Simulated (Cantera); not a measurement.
**Equilibrium for nitride etching: BN + HF**

Feed: 1 mol BN, 23 mol HF, held at 0.300 Torr.

Cantera equilibrium calculation (NASA polynomials, part measured and part estimated; ideal gas, pure solids and liquids). Candidate condensed phases: B, BN; 31 gas species. The tables' values for BF2 are old estimates; treat these amounts as uncertain. Kinetics and transport are ignored.

| T (K) | x HF | x H2 | x BF3 | x N2 | x H | x BF2 | x BF | x F |
|---|---|---|---|---|---|---|---|---|
| 1548 | 0.869 | 0.0650 | 0.0434 | 0.0217 | 0.000392 | 6.54e-5 | 2.28e-7 | 2.02e-7 |
| 1598 | 0.869 | 0.0648 | 0.0433 | 0.0217 | 0.000677 | 0.000125 | 7.04e-7 | 4.85e-7 |
| 1648 | 0.869 | 0.0645 | 0.0432 | 0.0217 | 0.00113 | 0.000229 | 2.02e-6 | 1.11e-6 |
| 1698 | 0.869 | 0.0640 | 0.0430 | 0.0217 | 0.00183 | 0.000403 | 5.42e-6 | 2.41e-6 |
| 1748 | 0.869 | 0.0633 | 0.0427 | 0.0217 | 0.00287 | 0.000683 | 1.36e-5 | 5.03e-6 |
| 1798 | 0.868 | 0.0622 | 0.0422 | 0.0217 | 0.00439 | 0.00111 | 3.21e-5 | 1.01e-5 |
| 1848 | 0.868 | 0.0607 | 0.0415 | 0.0216 | 0.00653 | 0.00175 | 7.13e-5 | 1.97e-5 |
| 1898 | 0.867 | 0.0586 | 0.0404 | 0.0216 | 0.00946 | 0.00264 | 0.000148 | 3.72e-5 |
| 1948 | 0.866 | 0.0558 | 0.0390 | 0.0215 | 0.0133 | 0.00383 | 0.000289 | 6.86e-5 |
| 1998 | 0.865 | 0.0521 | 0.0371 | 0.0215 | 0.0183 | 0.00531 | 0.000525 | 0.000124 |
x: gas mole fraction; nothing condenses.

From 1548 K to 1998 K nothing is condensed. The main B-bearing gas is BF3 throughout.
